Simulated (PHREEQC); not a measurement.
Solution (25 °C): 2.8 mmol/kgw TMAH, 0.0038 mmol/kgw CO2 and 16 mmol/kgw K2CO3. Closed to the air; pH follows from the charge balance.

Model: ion-association model, phreeqc.dat, run in PHREEQC.

Q: The ionic strength comes out as 0.0501 mol/kgw. What activity coefficients do CO3-2, HCO3-, OH-, K+ get?

A: CO3-2 0.47, HCO3- 0.83, OH- 0.81, K+ 0.81.

This is a speciation only: nothing precipitates in the calculation. (CH3)4N+ isn't in the database: it is added as a free cation with an ion size of 4 Å.
